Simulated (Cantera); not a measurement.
Pyrogenic steam for wet oxidation

An isothermal, constant-pressure homogeneous reactor starts with 49.7 % H2, 33.1 % O2, 17.2 % N2, at 1048 K and 0.691 atm.

Model: GRI-Mech 3.0 (53 species, 325 reactions), integrated in Cantera. The temperature is held fixed by assumption; the heat of reaction is taken as removed at once.

```csv
t (s),x H2,x O2,x HO2,x O,x NO,x N2O,x NO2
1.00e-5,0.497,0.331,5.76e-9,9.46e-10,<1e-12,<1e-12,<1e-12
4.33e-5,0.497,0.331,2.58e-6,5.98e-7,<1e-12,<1e-12,<1e-12
0.000187,0.112,0.160,0.000362,5.79e-5,2.82e-7,6.34e-9,1.18e-8
0.000811,0.109,0.158,0.000157,1.10e-6,1.39e-7,6.49e-9,1.55e-7
0.00351,0.102,0.155,0.000193,1.90e-6,1.66e-7,6.81e-9,1.29e-7
0.0152,0.0697,0.141,0.000177,1.94e-6,1.62e-7,8.65e-9,1.38e-7
0.0658,0.0155,0.117,8.63e-5,9.38e-7,1.05e-7,1.44e-8,2.02e-7
0.285,0.000823,0.110,1.10e-5,3.56e-8,2.25e-8,1.91e-8,2.87e-7
1.23,5.29e-5,0.110,1.18e-6,8.89e-10,1.13e-8,1.94e-8,2.99e-7
5.34,1.06e-7,0.110,1.32e-8,2.88e-11,1.59e-7,1.74e-8,1.51e-7
23.1,8.21e-10,0.110,2.81e-9,2.53e-10,3.03e-7,1.07e-8,7.14e-9
100,8.21e-10,0.110,2.81e-9,2.53e-10,3.04e-7,1.83e-9,7.17e-9
```
x: mole fraction; the columns are a selection and need not sum to one.

Equilibrium at this temperature and pressure: H2 8.21e-10, O2 0.110, HO2 2.81e-9, O 2.53e-10, NO 2.03e-5, N2O 7.20e-10, NO2 4.80e-7 (gas phase only).
